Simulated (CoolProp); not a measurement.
Model: reference Helmholtz-energy equation of state, Outcalt 1996, in CoolProp. It is a modified Benedict-Webb-Rubin equation, recast in Helmholtz form.

Task: Give the vapour pressure (bar), vapour Z, vapour viscosity (µPa s) of saturated R152A at 15.85 °C.

Result: 
```tsv
T (°C)	p (bar)	vapour Z	vapour viscosity (µPa s)
15.85	4.51	0.884	10.8
```

Viscosity comes from a separate model (Bell 2016), an estimate that may be off by 10 % or more.
